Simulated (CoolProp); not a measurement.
Vapour-liquid equilibrium of CH2F2 (R32) (1) + dimethyl ether (2) at 257.9 K; x and y are mole fractions of (1).

Model: multi-fluid Helmholtz-energy mixture model, Tillner-Roth 1997 and Wu 2011; pair parameters Bell 2016, in CoolProp.

```csv
x,bubble pressure (MPa),y at the bubble point,dew pressure at overall composition x (MPa),liquid density (mol/L)
0.05,0.1650,0.128,0.1560,15.89
0.2,0.2124,0.424,0.1743,16.56
0.35,0.2642,0.620,0.1981,17.28
0.5,0.3167,0.752,0.2299,18.06
0.65,0.3681,0.846,0.2746,18.90
0.8,0.4178,0.919,0.3411,19.83
0.95,0.4670,0.980,0.4421,20.88
```

No azeotrope shows between x = 0.05 and 0.95.

The pair parameters rest on a limited set of measurements; away from them the model extrapolates.
